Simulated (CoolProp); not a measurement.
Computed with CoolProp (reference Helmholtz-energy equation of state, Setzmann 1991).

**Question.** For methane, give the phase and the isothermal compressibility (1/MPa), conductivity (mW/(m K)), Prandtl number, fugacity coefficient at 207.5 K and 884 kPa; 207.5 K and 2120 kPa.

**Answer.** 
- 207.5 K and 884 kPa: gas; isothermal compressibility 1.19, conductivity 23.5, Prandtl number 0.785, fugacity coefficient 0.951
- 207.5 K and 2120 kPa: gas; isothermal compressibility 0.549, conductivity 25.3, Prandtl number 0.859, fugacity coefficient 0.883

Viscosity comes from a separate model (Quiñones-Cisneros 2006). Thermal conductivity comes from a separate model (Friend 1989).
